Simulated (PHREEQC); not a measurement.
Synthetic water in mg/L, 50 °C, pH 2.44, pe 12.4:

| constituent | mg/L |
|---|---|
| Na | 426 |
| K | 1.12 |
| Ca | 121 |
| Mg | 138 |
| Cl | 87.1 |
| S(6) as SO4 | 2010 |
| Si as SiO2 | 1.49 |

Na is adjusted to close the charge balance.
Valence states are taken as typed.

Computed with PHREEQC (ion-association model, wateq4f.dat).

### Question
The ionic strength comes out as 0.0479 mol/kgw. What activity coefficients do H+, HSO4-, Ca+2, CaHSO4+, Cl- get?

### Answer
H+ 0.85, HSO4- 0.82, Ca+2 0.46, CaHSO4+ 0.82, Cl- 0.81.

No solid was allowed to form. Complexes and solids missing from the database can't appear. Away from 25 °C the constants follow the database's enthalpies or fits; those with neither stay at their 25 °C values.
